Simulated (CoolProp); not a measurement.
Properties of sulfur hexafluoride at several states.

Computed with CoolProp (reference Helmholtz-energy equation of state, Guder 2009).

```csv
T (°C),p (bar),phase,speed of sound (m/s),Prandtl number,fugacity coefficient
109.35,77.4,supercritical,121.3,1.28,0.6745
44.15,5.6,gas,134.2,0.791,0.9497
61.05,0.196,gas,143.6,0.773,0.9985
```

Viscosity comes from a separate model (Quiñones-Cisneros 2012). Thermal conductivity comes from a separate model (Assael 2012).
